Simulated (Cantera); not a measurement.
A freely propagating, adiabatic, planar premixed flame of H2 : O2 : N2 = 1 : 0.263 : 0.989 (molar parts), equivalence ratio 1.9, unburnt at 448 K and 2.10 bar; mixture-averaged transport, grid criteria slope 0.08 and curve 0.16, no radiation.

Model: the H2/O2 subset of GRI-Mech 3.0, which has no nitrogen chemistry, integrated in Cantera. The hydrogen kinetics of GRI-Mech 3.0 are dated; newer H2 mechanisms differ, most at raised pressure. Burning velocities carry a grid error of a few per cent, more on coarse grids.

x: mole fraction of selected species; z is measured from the peak of heat release.

| z (mm) | T (K) | u (m/s) | x H2 | x O2 | x HO2 | x H2O | x H2O2 | x O |
|---|---|---|---|---|---|---|---|---|
| -0.449 | 448 | 5.77 | 0.444 | 0.117 | <1e-8 | <1e-8 | <1e-8 | <1e-8 |
| -0.300 | 448 | 5.77 | 0.444 | 0.117 | <1e-8 | <1e-8 | <1e-8 | <1e-8 |
| -0.225 | 448 | 5.77 | 0.444 | 0.117 | <1e-8 | 1.04e-8 | <1e-8 | <1e-8 |
| -0.150 | 448 | 5.78 | 0.444 | 0.117 | 3.15e-7 | 7.64e-7 | <1e-8 | 1.04e-8 |
| -0.0749 | 484 | 6.18 | 0.437 | 0.118 | 0.000341 | 0.00102 | 1.35e-5 | 6.76e-6 |
| -0.0374 | … | 9.66 | … | 0.110 | … | … | … | … |
| 0 | 1204 | 14.5 | 0.321 | 0.0796 | 0.000157 | 0.0955 | 9.85e-6 | 0.00206 |
| 0.0374 | 1499 | 17.8 | 0.243 | 0.0331 | 5.94e-5 | 0.185 | 2.17e-6 | 0.00325 |
| 0.0749 | 1646 | 19.5 | 0.209 | 0.00966 | 1.67e-5 | 0.230 | 1.16e-6 | 0.00218 |
| 0.150 | 1771 | 20.8 | 0.202 | 0.00130 | 2.22e-6 | 0.248 | 6.39e-7 | 0.00121 |
| 0.300 | 1886 | 22.0 | 0.210 | 0.000430 | 7.90e-7 | 0.252 | 3.50e-7 | 0.000792 |
| 0.599 | 1991 | 23.1 | 0.218 | 0.000233 | 4.49e-7 | 0.255 | 1.80e-7 | 0.000449 |
| 1.20 | 2075 | 23.9 | 0.224 | … | … | 0.258 | … | … |

**Question.** Some entries are withheld; supply them.

**Answer.** 
- -0.0374, T (K): 781
- -0.0374, x H2: 0.400
- -0.0374, x HO2: 0.000393
- -0.0374, x H2O: 0.0253
- -0.0374, x H2O2: 5.80e-5
- -0.0374, x O: 0.000247
- 1.20, x O2: 0.000108
- 1.20, x HO2: 2.27e-7
- 1.20, x H2O2: 8.87e-8
- 1.20, x O: 0.000212
